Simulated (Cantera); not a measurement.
Input (Python, Cantera) and output of one run.

```python
import numpy as np
import cantera as ct

gas_names = """
    H HO2 H2 H2O H2O2 O OH O2 O3 Si SiH SiH2 SiH3 SiH4 SiO SiO2 Si2 Si3
""".split()
cond_names = """
    H2O(s) H2O(L) Si(cr) Si(L) SiO2(Lqz) SiO2(hqz) SiO2(L)
""".split()


# ... load() reads the species with a 1 bar reference pressure and builds the phases ...
atoms = {
    'SiH4': {'Si': 1, 'H': 4},
    'O2': {'O': 2},
    'H2': {'H': 2},
}
top_T = {}  # K; cautious upper limits of use, not melting points


# ... equilibrate(T, P, feed) seeds the gas with the atoms and calls Mixture.equilibrate('TP', solver="vcs", rtol=1e-11, max_steps=5000) ...
results = []
feed = {'SiH4': 1, 'O2': 5.9, 'H2': 0.11}  # mol
P = 27000  # Pa
for T in [648, 748, 848, 948, 1048, 1148, 1248, 1348, 1448, 1548, 1648, 1748]:
    mix = equilibrate(T, P, feed)
    results.append((T, P, feed, dict(zip(mix.species_names, mix.species_moles))))

top = {s: max(r[3][s] / sum(r[3][g] for g in gas_names) for r in results) for s in gas_names}
cols = sorted((s for s in top if top[s] > 1e-06), key=lambda s: -top[s])[:6]
seen = [c for c in cond_names if any(r[3].get(c, 0) > 1e-12 for r in results)]
print("log10 of partial pressures in bar; condensed amounts in mol")
print(f"{'T/K':>10s}" + "".join(f"{s[:9]:>10s}" for s in cols + seen))
for T, P, feed, n in results:
    ng = sum(n[g] for g in gas_names)
    print(f"{T:10.4g}" + "".join(f"{np.log10(max(n[s] / ng * P / 1e5, 1e-99)):10.3f}" for s in cols)
          + "".join(f"{n.get(c, 0):10.4g}" for c in seen))
```

Result:

```
log10 of partial pressures in bar; condensed amounts in mol
       T/K        O2       H2O        OH         O        H2       HO2 SiO2(Lqz) SiO2(hqz)   SiO2(L)
       648    -0.759    -1.019   -11.570   -17.330   -17.690   -12.870         1         0         0
       748    -0.759    -1.019    -9.825   -14.620   -15.043   -11.439         1         0         0
       848    -0.759    -1.019    -8.490   -12.546   -13.014   -10.344         0         1         0
       948    -0.759    -1.019    -7.435   -10.906   -11.408    -9.481         0         1         0
      1048    -0.759    -1.019    -6.580    -9.578   -10.105    -8.782         0         1         0
      1148    -0.759    -1.019    -5.874    -8.480    -9.027    -8.204         0         1         0
      1248    -0.759    -1.019    -5.281    -7.556    -8.119    -7.718         0         1         0
      1348    -0.759    -1.019    -4.776    -6.769    -7.344    -7.305         0         1         0
      1448    -0.759    -1.019    -4.340    -6.089    -6.676    -6.948         0         1         0
      1548    -0.759    -1.020    -3.961    -5.497    -6.093    -6.637         0         1         0
      1648    -0.759    -1.020    -3.627    -4.976    -5.580    -6.364         0         1         0
      1748    -0.759    -1.021    -3.333    -4.514    -5.126    -6.122         0         0         1
```

Method: chemical equilibrium by Gibbs-energy minimisation in Cantera with the NASA 1993 tables (ideal gas, pure condensed phases). The tables hold silica as quartz up to 1696 K and as liquid above; real silica turns to tridymite and cristobalite and melts near 1996 K. Gases not in the tables: Si(OH)4.
